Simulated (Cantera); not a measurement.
Charge: 1 mol CO, 2 mol CO2, 3 mol N2, held at 67000 Pa.

Method: chemical equilibrium by Gibbs-energy minimisation in Cantera with the NASA 1993 tables (ideal gas, pure condensed phases). Candidate condensed phases: C; 24 gas species. The numbers say what is thermodynamically allowed, not how fast it happens. All values below are at 1900 °C.

Base state: N2 0.500, CO2 0.333, CO 0.167, NO 0.000250, O2 0.000147, O 3.37e-5 (mole fractions); condensed: gas only.

Task: What changes in the equilibrium state with this change: pressure from 67000 Pa to 29.0 Pa?

Result: 
| species | before | after |
|---|---|---|
| N2 | 0.500 | 0.462 |
| CO | 0.167 | 0.272 |
| CO2 | 0.333 | 0.192 |
| O2 | 0.000147 | 0.0428 |
| O | 3.37e-5 | 0.0276 |
| NO | 0.000250 | 0.00410 |
